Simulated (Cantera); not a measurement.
A perfectly stirred reactor is fed with 30.5 % CO, 1.07 % H2, 14.4 % O2, 54.0 % N2, equivalence ratio 1.1, at 4.90 bar; it is adiabatic with a 700 K inlet, and is followed from long to short residence time, starting on the burning branch (τ in s: 0.036, 0.017, 0.0076, 0.0035, 0.0016, 0.00074, 0.00034, 0.00016, 7.1e-05, 3.3e-05, 1.5e-05, 6.9e-06, 3.2e-06).

Model: GRI-Mech 3.0 (53 species, 325 reactions), integrated in Cantera. The hydrogen kinetics of GRI-Mech 3.0 are dated; newer H2 mechanisms differ, most at raised pressure.

Question: Predict: blow-out, bracketed by the residence times tried; x(CO) at τ = 36.0 ms; x(H2) at τ = 36.0 ms; x(O2) at τ = 36.0 ms; x(CO2) at τ = 36.0 ms; x(N2O) at τ = 36.0 ms; x(CO) at τ = 0.340 ms; x(H2) at τ = 0.340 ms; x(O2) at τ = 0.340 ms; x(CO2) at τ = 0.340 ms; x(N2O) at τ = 0.340 ms.

Answer: 
```
Quantity                                                                       Value
------------------------------------------------  ----------------------------------
blow-out, bracketed by the residence times tried  burning at 33.0 µs, out at 15.0 µs
x(CO) at τ = 36.0 ms                                                          0.0732
x(H2) at τ = 36.0 ms                                                        0.000421
x(O2) at τ = 36.0 ms                                                          0.0157
x(CO2) at τ = 36.0 ms                                                          0.276
x(N2O) at τ = 36.0 ms                                                        7.58e-7
x(CO) at τ = 0.340 ms                                                          0.116
x(H2) at τ = 0.340 ms                                                       0.000713
x(O2) at τ = 0.340 ms                                                         0.0376
x(CO2) at τ = 0.340 ms                                                         0.224
x(N2O) at τ = 0.340 ms                                                       1.45e-6
```
